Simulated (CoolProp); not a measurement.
Vapour pressure (MPa) of n-butane: the reference equation beside estimates from Tc = 152.0 °C, pc = 3.796 MPa, ω = 0.201. Clausius-Clapeyron is anchored at 10.95 °C with a constant enthalpy of vaporisation of 21.81 kJ/mol.

The numbers come from the reference Helmholtz-energy equation of state, Bücker 2006 in CoolProp.

```tsv
T (°C)	reference	Clausius-Clapeyron	Soave-Redlich-Kwong	Peng-Robinson
10.95	0.1534	0.1534	0.1526	0.1530
18.95	0.2007	0.1976	0.2002	0.2000
26.95	0.2584	0.2510	0.2585	0.2575
34.95	0.3279	0.3150	0.3289	0.3268
43.05	0.4118	0.3917	0.4141	0.4106
51.05	0.5095	0.4807	0.5136	0.5084
59.05	0.6235	0.5841	0.6298	0.6229
67.05	0.7555	0.7033	0.7647	0.7556
75.05	0.9072	0.8397	0.9197	0.9083
83.05	1.080	0.9944	1.097	1.083
91.05	1.276	1.169	1.297	1.281
99.05	1.498	1.365	1.523	1.506
```

Absolute difference from the reference over all 12 rows, mean and median: Clausius-Clapeyron 5.4 and 6.0 %, Soave-Redlich-Kwong 0.9 and 0.9 %, Peng-Robinson 0.3 and 0.3 %.
